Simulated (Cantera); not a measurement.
Gas mixture: O2 = 0.65 (molar parts), at 1280 Torr, frozen composition.

Cantera's kinetic-theory transport with the Lennard-Jones parameters of GRI-Mech 3.0, ideal gas; thermal conductivity in the mixture-averaged form.

D: mixture-averaged diffusion coefficient of that species in the mixture.

| T (K) | ρ (kg/m³) | cp (J/kg/K) | μ (µPa s) | λ (mW/m/K) | Pr | D (cm²/s) C2H2 | D (cm²/s) NH3 | D (cm²/s) H2O |
|---|---|---|---|---|---|---|---|---|
| 400 | 1.64 | 941.4 | 25.6 | 33.9 | 0.713 | 0.167 | 0.230 | 0.238 |
| 650 | 1.01 | 1017 | [?] | [?] | 0.709 | [?] | [?] | [?] |
| 900 | 0.727 | 1074 | 44.7 | 67.6 | 0.710 | 0.680 | 0.991 | 1.05 |
| 1150 | 0.569 | 1109 | [?] | [?] | 0.708 | [?] | [?] | [?] |
| 1400 | 0.467 | 1134 | 59.7 | 95.7 | 0.707 | 1.43 | 2.11 | 2.25 |
| 1650 | 0.397 | 1155 | 66.4 | 108 | 0.707 | 1.88 | 2.79 | 2.98 |
| 1900 | 0.344 | 1174 | 72.7 | 121 | 0.707 | 2.38 | 3.53 | 3.78 |

Task: What belongs in the gaps?

Result: 
- 650, μ (µPa s): 36.0
- 650, λ (mW/m/K): 51.6
- 650, D (cm²/s) C2H2: 0.391
- 650, D (cm²/s) NH3: 0.559
- 650, D (cm²/s) H2O: 0.588
- 1150, μ (µPa s): 52.5
- 1150, λ (mW/m/K): 82.2
- 1150, D (cm²/s) C2H2: 1.03
- 1150, D (cm²/s) NH3: 1.51
- 1150, D (cm²/s) H2O: 1.61
